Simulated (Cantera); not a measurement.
A freely propagating, adiabatic, planar premixed flame of 19.0 % H₂, 17.6 % O₂, 63.4 % N₂, equivalence ratio 0.54, unburnt at 723 K and 3.50 bar; mixture-averaged transport, grid criteria slope 0.08 and curve 0.16, no radiation.

Cantera simulation using the H2/O2 subset of GRI-Mech 3.0, which has no nitrogen chemistry; the numbers are that mechanism's predictions, not measurements. The hydrogen kinetics of GRI-Mech 3.0 are dated; newer H2 mechanisms differ, most at raised pressure. Burning velocities carry a grid error of a few per cent, more on coarse grids. Lean hydrogen flames are cellular in practice and burn faster than this planar one.

Problem. Predict: laminar burning velocity; thermal thickness; peak x(OH); peak x(HO₂); peak x(H); peak x(H₂O₂).

Solution. 
```
Item                         Result
------------------------  ---------
laminar burning velocity   502 cm/s
thermal thickness         0.0934 mm
peak x(OH)                   0.0116
peak x(HO₂)                0.000587
peak x(H)                    0.0110
peak x(H₂O₂)                5.02e-5
```
